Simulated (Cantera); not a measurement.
Input (Python, Cantera):

```python
import numpy as np
import cantera as ct

gas = ct.Solution("gri30.yaml")
gas.TPX = 950, 1333, {'H2': 0.022, 'O2': 1}
reactor = ct.IdealGasConstPressureReactor(gas, energy="off", clone=False)
net = ct.ReactorNet([reactor])
net.rtol, net.atol = 1e-08, 1e-18
show = ['H2', 'O2', 'H2O', 'OH', 'O', 'H2O2']
times = np.geomspace(6e-05, 20, 9)

steps = ct.SolutionArray(gas, extra=["t"])
rows = []
print(f"{'t/s':>10s}{'T/K':>9s}{'P/Pa':>11s}" + "".join(f"{s:>11s}" for s in show))
for t in times:
    while net.time < t:
        t_next = net.step()
        steps.append(gas.state, t=t_next)
    rows.append([np.interp(t, steps.t, y) for y in (steps.T, steps.P, *steps(*show).X.T)])
    print(f"{t:10.3e}{rows[-1][0]:9.1f}{rows[-1][1]:11.4g}" + "".join(f"{x:11.3e}" for x in rows[-1][2:]))
rate = np.gradient(steps.T, steps.t)
print("integrator steps:", len(steps.t))
if steps.T.max() > steps.T[0] + 200:
    print(f"time of steepest temperature rise: {steps.t[rate.argmax()]:.4e} s")
gas.TPX = 950, 1333, {'H2': 0.022, 'O2': 1}
gas.equilibrate("TP")
print(f"equilibrium (TP): T = {gas.T:.1f} K  " + "  ".join(f"{s} {gas[s].X[0]:.3e}" for s in show))
```

Output:

```
       t/s      T/K       P/Pa         H2         O2        H2O         OH          O       H2O2
 6.000e-05    950.0       1333  2.153e-02  9.785e-01  3.252e-14  3.900e-13  4.130e-13  1.012e-17
 2.941e-04    950.0       1333  2.153e-02  9.785e-01  2.600e-12  5.747e-12  7.462e-12  2.449e-16
 1.442e-03    950.0       1333  2.153e-02  9.785e-01  1.603e-10  7.995e-11  1.587e-10  6.058e-15
 7.067e-03    950.0       1333  2.153e-02  9.785e-01  4.742e-07  1.568e-07  3.419e-07  1.114e-12
 3.464e-02    950.0       1333  2.764e-04  9.724e-01  2.063e-02  5.116e-04  5.123e-03  6.137e-08
 1.698e-01    950.0       1333  1.360e-05  9.777e-01  2.168e-02  1.055e-04  4.487e-04  3.255e-08
 8.324e-01    950.0       1333  6.195e-07  9.782e-01  2.175e-02  2.414e-05  2.357e-05  1.644e-08
 4.080e+00    950.0       1333  3.069e-08  9.782e-01  2.176e-02  6.349e-06  1.580e-06  4.794e-09
 2.000e+01    950.0       1333  2.608e-09  9.782e-01  2.176e-02  2.103e-06  1.734e-07  1.111e-09
integrator steps: 1664
equilibrium (TP): T = 950.0 K  H2 3.495e-12  O2 9.782e-01  H2O 2.176e-02  OH 8.317e-08  O 2.740e-10  H2O2 3.569e-12
```

Cantera simulation using GRI-Mech 3.0 (53 species, 325 reactions); the numbers are that mechanism's predictions, not measurements. Radical loss at walls, strong at low pressure, is not modelled.
